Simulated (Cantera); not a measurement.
Input (Python, Cantera):

```python
import numpy as np
import cantera as ct

gas = ct.Solution("gri30.yaml")
gas.TPX = 1175, 1000000, {'CO': 1, 'H2': 0.6, 'O2': 1.95, 'N2': 7.34}
reactor = ct.IdealGasReactor(gas, energy="on", clone=False)
net = ct.ReactorNet([reactor])
net.rtol, net.atol = 1e-08, 1e-16
show = ['CO', 'H2', 'O2', 'H2O', 'H2O2', 'NO2']
times = np.geomspace(5e-06, 5, 13)

steps = ct.SolutionArray(gas, extra=["t"])
rows = []
print(f"{'t/s':>10s}{'T/K':>9s}{'P/Pa':>11s}" + "".join(f"{s:>11s}" for s in show))
for t in times:
    while net.time < t:
        t_next = net.step()
        steps.append(gas.state, t=t_next)
    rows.append([np.interp(t, steps.t, y) for y in (steps.T, steps.P, *steps(*show).X.T)])
    print(f"{t:10.3e}{rows[-1][0]:9.1f}{rows[-1][1]:11.4g}" + "".join(f"{x:11.3e}" for x in rows[-1][2:]))
rate = np.gradient(steps.T, steps.t)
print("integrator steps:", len(steps.t))
if steps.T.max() > steps.T[0] + 200:
    print(f"time of steepest temperature rise: {steps.t[rate.argmax()]:.4e} s")
gas.TPX = 1175, 1000000, {'CO': 1, 'H2': 0.6, 'O2': 1.95, 'N2': 7.34}
gas.equilibrate("UV")
print(f"equilibrium (UV): T = {gas.T:.1f} K  " + "  ".join(f"{s} {gas[s].X[0]:.3e}" for s in show))
```

Output:

```
       t/s      T/K       P/Pa         CO         H2         O2        H2O       H2O2        NO2
 5.000e-06   1175.0      1e+06  9.183e-02  5.510e-02  1.791e-01  1.649e-07  1.119e-09  1.138e-21
 1.581e-05   1175.0      1e+06  9.183e-02  5.509e-02  1.791e-01  1.912e-06  2.660e-08  6.759e-19
 5.000e-05   1177.8  1.002e+06  9.175e-02  5.486e-02  1.788e-01  1.844e-04  1.485e-05  1.741e-13
 1.581e-04   2490.9   1.97e+06  2.285e-03  2.182e-04  1.131e-01  5.686e-02  5.867e-07  9.951e-07
 5.000e-04   2487.6  1.967e+06  2.253e-03  2.156e-04  1.124e-01  5.690e-02  5.805e-07  5.142e-06
 1.581e-03   2478.8   1.96e+06  2.173e-03  2.089e-04  1.106e-01  5.697e-02  5.648e-07  1.584e-05
 5.000e-03   2464.6  1.948e+06  2.048e-03  1.983e-04  1.076e-01  5.710e-02  5.395e-07  3.319e-05
 1.581e-02   2457.4  1.943e+06  1.987e-03  1.931e-04  1.062e-01  5.716e-02  5.271e-07  4.187e-05
 5.000e-02   2457.1  1.942e+06  1.984e-03  1.929e-04  1.061e-01  5.716e-02  5.266e-07  4.220e-05
 1.581e-01   2457.1  1.942e+06  1.984e-03  1.929e-04  1.061e-01  5.716e-02  5.266e-07  4.220e-05
 5.000e-01   2457.1  1.942e+06  1.984e-03  1.929e-04  1.061e-01  5.716e-02  5.266e-07  4.220e-05
 1.581e+00   2457.1  1.942e+06  1.984e-03  1.929e-04  1.061e-01  5.716e-02  5.266e-07  4.220e-05
 5.000e+00   2457.1  1.942e+06  1.984e-03  1.929e-04  1.061e-01  5.716e-02  5.266e-07  4.220e-05
integrator steps: 1556
time of steepest temperature rise: 8.5292e-05 s
equilibrium (UV): T = 2457.1 K  CO 1.984e-03  H2 1.929e-04  O2 1.061e-01  H2O 5.716e-02  H2O2 5.266e-07  NO2 4.220e-05
```

Computed with Cantera and GRI-Mech 3.0 (53 species, 325 reactions). The hydrogen kinetics of GRI-Mech 3.0 are dated; newer H2 mechanisms differ, most at raised pressure.
